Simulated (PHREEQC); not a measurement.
Consider water at 25 °C with 0.12 mol CdI2 per kg of water. Closed to the air; pH follows from the charge balance.

Equilibrium calculation in PHREEQC: ion-association model, wateq4f.dat.

```csv
quantity,before,after
pH,6.16,6.44
ionic strength (mol/kgw),0.0847,0.0851
I- (mol/kgw),0.0726,0.0747
CdI2 (mol/kgw),0.0594,0.0557
CdI+ (mol/kgw),0.0485,0.0540
```

**Question.** What was changed between the two runs?
A. temperature from 25 to 45 °C
B. CdI2 from 0.12 to 0.024 mol/kgw
C. diluted 5-fold with water
D. temperature from 25 to 35 °C
E. temperature from 25 to 10 °C

**Answer.** E, temperature from 25 to 10 °C

This is a speciation only: nothing precipitates in the calculation. Constants without temperature data keep their 25 °C values here.
